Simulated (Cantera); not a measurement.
## Thermodynamics of silicon epitaxy and polysilicon growth, feed SiH2Cl2 + N2

Input: 1 mol SiH2Cl2, 40 mol N2, equilibrated at 1 atm.

Method: chemical equilibrium by Gibbs-energy minimisation in Cantera with the NASA 1993 tables (ideal gas, pure condensed phases). Candidate condensed phases: NH4Cl, Si, Si3N4; 28 gas species. N2 is the only nitrogen source here; it is nearly inert below about 1500 K, so the nitride shown seldom forms there in practice. The tables' values for SiCl3 are old estimates; treat these amounts as uncertain. Kinetics and transport are ignored.

```json
[
 {"T (K)": "1250", "x N2": "0.955", "x HCl": "0.0339", "x H2": "0.00726", "x SiCl2": "1.02e-5", "x SiCl4": "0.00356", "x SiCl3": "7.13e-5", "n Si3N4(s)": "0.283"},
 {"T (K)": "1300", "x N2": "0.955", "x HCl": "0.0342", "x H2": "0.00711", "x SiCl2": "2.82e-5", "x SiCl4": "0.00343", "x SiCl3": "0.000128", "n Si3N4(s)": "0.284"},
 {"T (K)": "1350", "x N2": "0.955", "x HCl": "0.0344", "x H2": "0.00698", "x SiCl2": "7.14e-5", "x SiCl4": "0.00327", "x SiCl3": "0.000216", "n Si3N4(s)": "0.284"},
 {"T (K)": "1400", "x N2": "0.955", "x HCl": "0.0346", "x H2": "0.00690", "x SiCl2": "0.000167", "x SiCl4": "0.00308", "x SiCl3": "0.000349", "n Si3N4(s)": "0.283"},
 {"T (K)": "1450", "x N2": "0.955", "x HCl": "0.0346", "x H2": "0.00688", "x SiCl2": "0.000364", "x SiCl4": "0.00284", "x SiCl3": "0.000532", "n Si3N4(s)": "0.281"},
 {"T (K)": "1500", "x N2": "0.955", "x HCl": "0.0345", "x H2": "0.00695", "x SiCl2": "0.000735", "x SiCl4": "0.00251", "x SiCl3": "0.000762", "n Si3N4(s)": "0.277"},
 {"T (K)": "1550", "x N2": "0.954", "x HCl": "0.0341", "x H2": "0.00713", "x SiCl2": "0.00137", "x SiCl4": "0.00209", "x SiCl3": "0.00101", "n Si3N4(s)": "0.271"},
 {"T (K)": "1600", "x N2": "0.954", "x HCl": "0.0333", "x H2": "0.00748", "x SiCl2": "0.00234", "x SiCl4": "0.00161", "x SiCl3": "0.00124", "n Si3N4(s)": "0.261"},
 {"T (K)": "1650", "x N2": "0.954", "x HCl": "0.0322", "x H2": "0.00803", "x SiCl2": "0.00366", "x SiCl4": "0.00113", "x SiCl3": "0.00137", "n Si3N4(s)": "0.248"}
]
```
x: gas mole fraction; n: condensed amount in mol.

From 1250 K to 1650 K the condensed part is Si3N4(s). The main Si-bearing gas is SiCl4 at 1250 K and SiCl2 at 1650 K.
